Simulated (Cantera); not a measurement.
Charge: 1 mol TEOS, 0.7 mol O2, 1.5 mol N2, 1 mol H2O, equilibrated at 0.135 Torr.

These are equilibrium values from Cantera (NASA tables, ideal gas, pure condensed phases), not measurements of a reactor. Candidate condensed phases: C, C6H6, C7H8, C8H18, H2O, Si, SiC, SiO2, Si2N2O, Si3N4; 151 gas species. The feed counts by its element totals alone. N2 is the only nitrogen source here; it is nearly inert below about 1500 K, so the nitride shown seldom forms there in practice. Equilibrium is a limit: real reactors are often held back by kinetics, nucleation or transport.

log p: log10 of the partial pressure in bar; n: condensed amount in mol.

```csv
T (K),log p H2,log p CO,log p N2,log p CO2,log p H2O,n C(graphite),n SiO2(α-quartz),n SiO2(β-quartz),n Si2N2O(s),n SiC(s)
673,-3.91,-4.57,-4.76,-5.01,-5.44,4.75,1.00,0,0,0
723,-3.93,-4.38,-4.79,-5.57,-6.00,3.93,1.00,0,0,0
773,-3.93,-4.34,-4.79,-6.29,-6.59,3.67,1.00,0,0,0
823,-3.93,-4.33,-4.80,-6.98,-7.14,3.62,1.00,0,0,0
873,-3.93,-4.33,-4.80,[?],[?],3.60,0,1.00,0,0
923,-3.93,-4.33,-4.80,-8.16,-8.07,3.60,0,1.00,0,0
973,-3.93,-4.33,-4.80,-8.66,-8.47,3.60,0,1.00,0,0
1023,-3.93,-4.33,-4.80,-9.10,-8.82,3.60,0,1.00,0,0
1073,-3.93,-4.33,-4.80,[?],[?],3.60,0,1.000,0,0
1123,-3.96,-4.23,-5.00,-9.67,-9.36,2.10,0,0,0.500,0
1173,-3.96,-4.23,-5.00,-10.01,-9.63,2.10,0,0,0.500,0
1223,-3.96,-4.23,-5.00,-10.31,-9.88,2.10,0,0,0.500,0
1273,-3.96,-4.23,-5.00,-10.60,-10.11,2.10,0,0,0.499,0
1323,-3.98,-4.22,-4.85,-10.83,-10.33,0.610,0,0,0,0.995
```

### Question
Some entries are withheld; supply them.

### Answer

- 1073, log p CO2: -9.51
- 1073, log p H2O: -9.15
- 873, log p CO2: -7.60
- 873, log p H2O: -7.63
